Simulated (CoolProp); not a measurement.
Properties of ethylene along the isotherm 176.85 °C (Tc = 9.2 °C, pc = 5.042 MPa, ω = 0.087).

Computed with CoolProp (reference Helmholtz-energy equation of state, Smukala 2000).

```json
[
 {"p (MPa)": "3.15", "phase": "gas", "density (kg/m³)": "24.66", "cp (kJ/(kg K))": "2.167", "Joule-Thomson coefficient (K/MPa)": "3.461", "isothermal compressibility (1/MPa)": "0.3309"},
 {"p (MPa)": "6.3", "phase": "supercritical", "density (kg/m³)": "51.37", "cp (kJ/(kg K))": "2.289", "Joule-Thomson coefficient (K/MPa)": "3.293", "isothermal compressibility (1/MPa)": "0.1711"},
 {"p (MPa)": "9.45", "phase": "supercritical", "density (kg/m³)": "79.87", "cp (kJ/(kg K))": "2.424", "Joule-Thomson coefficient (K/MPa)": "3.033", "isothermal compressibility (1/MPa)": "0.1160"},
 {"p (MPa)": "12.6", "phase": "supercritical", "density (kg/m³)": "109.4", "cp (kJ/(kg K))": "2.558", "Joule-Thomson coefficient (K/MPa)": "2.691", "isothermal compressibility (1/MPa)": "0.08631"},
 {"p (MPa)": "15.8", "phase": "supercritical", "density (kg/m³)": "139.4", "cp (kJ/(kg K))": "2.675", "Joule-Thomson coefficient (K/MPa)": "2.290", "isothermal compressibility (1/MPa)": "0.06617"},
 {"p (MPa)": "18.9", "phase": "supercritical", "density (kg/m³)": "167.2", "cp (kJ/(kg K))": "2.758", "Joule-Thomson coefficient (K/MPa)": "1.896", "isothermal compressibility (1/MPa)": "0.05180"},
 {"p (MPa)": "22.1", "phase": "supercritical", "density (kg/m³)": "193.7", "cp (kJ/(kg K))": "2.809", "Joule-Thomson coefficient (K/MPa)": "1.522", "isothermal compressibility (1/MPa)": "0.04059"},
 {"p (MPa)": "25.2", "phase": "supercritical", "density (kg/m³)": "216.8", "cp (kJ/(kg K))": "2.831", "Joule-Thomson coefficient (K/MPa)": "1.210", "isothermal compressibility (1/MPa)": "0.03241"},
 {"p (MPa)": "28.4", "phase": "supercritical", "density (kg/m³)": "237.9", "cp (kJ/(kg K))": "2.834", "Joule-Thomson coefficient (K/MPa)": "0.9434", "isothermal compressibility (1/MPa)": "0.02610"},
 {"p (MPa)": "31.5", "phase": "supercritical", "density (kg/m³)": "256.1", "cp (kJ/(kg K))": "2.826", "Joule-Thomson coefficient (K/MPa)": "0.7331", "isothermal compressibility (1/MPa)": "0.02151"},
 {"p (MPa)": "34.7", "phase": "supercritical", "density (kg/m³)": "272.7", "cp (kJ/(kg K))": "2.811", "Joule-Thomson coefficient (K/MPa)": "0.5571", "isothermal compressibility (1/MPa)": "0.01792"},
 {"p (MPa)": "37.8", "phase": "supercritical", "density (kg/m³)": "287.0", "cp (kJ/(kg K))": "2.795", "Joule-Thomson coefficient (K/MPa)": "0.4184", "isothermal compressibility (1/MPa)": "0.01525"},
 {"p (MPa)": "41", "phase": "supercritical", "density (kg/m³)": "300.3", "cp (kJ/(kg K))": "2.777", "Joule-Thomson coefficient (K/MPa)": "0.3012", "isothermal compressibility (1/MPa)": "0.01310"},
 {"p (MPa)": "44.1", "phase": "supercritical", "density (kg/m³)": "311.9", "cp (kJ/(kg K))": "2.761", "Joule-Thomson coefficient (K/MPa)": "0.2073", "isothermal compressibility (1/MPa)": "0.01146"},
 {"p (MPa)": "47.3", "phase": "supercritical", "density (kg/m³)": "322.8", "cp (kJ/(kg K))": "2.745", "Joule-Thomson coefficient (K/MPa)": "0.1264", "isothermal compressibility (1/MPa)": "0.01009"},
 {"p (MPa)": "50.4", "phase": "supercritical", "density (kg/m³)": "332.5", "cp (kJ/(kg K))": "2.730", "Joule-Thomson coefficient (K/MPa)": "0.06039", "isothermal compressibility (1/MPa)": "0.009008"}
]
```
